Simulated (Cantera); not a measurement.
A closed system holds: 1 mol Al(CH3)3, 1.9 mol O2, 710 mol N2, 2 mol NH3, equilibrated at 673.15 K and 75.0 Torr.

These are equilibrium values from Cantera (NASA tables, ideal gas, pure condensed phases), not measurements of a reactor. Candidate condensed phases: Al, AlN, Al2O3, C, C6H6, C7H8, C8H18, H2O; 148 gas species. The feed counts by its element totals alone. Equilibrium is a limit: real reactors are often held back by kinetics, nucleation or transport.

Base state: N2 0.988, H2 0.00936, CO2 0.000810, H2O 0.000793, CO 0.000783, CH4 0.000133 (mole fractions); condensed: Al2O3(s) + C(graphite).

Question: What changes in the equilibrium state with this change: temperature from 673.15 K to 1000 K?

Answer: 
```csv
species,before,after
N2,0.988,0.986
H2,0.00936,0.0104
CO,0.000783,0.00319
CO2,0.000810,5.77e-7
H2O,0.000793,1.31e-6
"Al2O3(s), mol",0.500,0.500
"C(graphite), mol",1.76,0.700
```

Question: What changes in the equilibrium state with this change: temperature from 673.15 K to 773.15 K?

Answer: 
| species | before | after |
|---|---|---|
| N2 | 0.988 | 0.987 |
| H2 | 0.00936 | 0.0102 |
| CO | 0.000783 | 0.00271 |
| H2O | 0.000793 | 0.000131 |
| CH4 | 0.000133 | 2.21e-5 |
| CO2 | 0.000810 | 0.000178 |
| Al2O3(s), mol | 0.500 | 0.500 |
| C(graphite), mol | 1.76 | 0.907 |
